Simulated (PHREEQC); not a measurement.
HCl is added in steps, without added water, to 1 kg of water holding 0.01 mol Pb(NO3)2 and 5e-05 mol NaCl, at 36 °C. Oxygen is held at 0.21 atm. The system is closed to CO2. Solids allowed: Litharge, Cotunnite, Laurionite, Halite. Others were left out.

Base run: PHREEQC, ion-association model, wateq4f.dat. Each further column changes one thing. The table gives PbCl+ (mol/kgw).

```
HCl added (mol)      base  database phreeqc.dat  all activity coefficients set to 1  Debye-Hückel limiting law  Davies equation for every ion
---------------  --------  --------------------  ----------------------------------  -------------------------  -----------------------------
0                 9.56e-6               9.56e-6                             1.45e-5                    8.56e-6                        9.59e-6
0.0009           0.000179              0.000179                            0.000270                   0.000160                       0.000179
0.0021           0.000394              0.000395                            0.000596                   0.000352                       0.000396
0.003            0.000550              0.000550                            0.000830                   0.000490                       0.000552
0.0039           0.000699              0.000700                             0.00105                   0.000622                       0.000702
0.0051           0.000891              0.000892                             0.00134                   0.000791                       0.000894
0.006             0.00103               0.00103                             0.00155                   0.000912                        0.00103
0.0069            0.00116               0.00116                             0.00174                    0.00103                        0.00117
0.0081            0.00133               0.00133                             0.00199                    0.00118                        0.00134
0.009             0.00146               0.00146                             0.00217                    0.00128                        0.00146
0.0099            0.00157               0.00158                             0.00235                    0.00139                        0.00158
0.0111            0.00173               0.00173                             0.00257                    0.00152                        0.00173
0.012             0.00184               0.00184                             0.00273                    0.00161                        0.00184
```

At this temperature some constants are extrapolated from 25 °C, and those without enthalpy data are left unchanged. phreeqc.dat and wateq4f.dat share most of their constants, so their agreement is no independent check. Solids allowed in the column 'database phreeqc.dat': Halite, Pb(OH)2.
